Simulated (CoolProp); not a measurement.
A single-stage vapour-compression cycle with hydrogen sulfide: evaporating at 305.15 K (dew point), condensing at 348.15 K (bubble point), superheat 5 K, subcooling 8 K, compressor efficiency 0.9, no pressure losses. Each further row changes one setting.

Computed with CoolProp (reference Helmholtz-energy equation of state, Lemmon 2006). It is a short technical equation, of lower accuracy than the large ones.

```
case                              cooling COP  pressure ratio  discharge temperature (K)  refrigerating effect (kJ/kg)  volumetric capacity (kJ/m³)
--------------------------------  -----------  --------------  -------------------------  ----------------------------  ---------------------------
as stated                                4.81            2.43                      396.1                           322                        12500
evaporating temperature 310.15 K         5.63            2.17                      390.1                           322                        14100
condensing temperature 343.15 K          5.66            2.21                      386.1                           335                        13000
subcooling 13 K                          5.02            2.43                      396.1                           336                        13100
superheat 15 K                           4.73            2.43                      408.4                           336                        12300
compressor efficiency 0.8                4.27            2.43                      401.5                           322                        12500
```
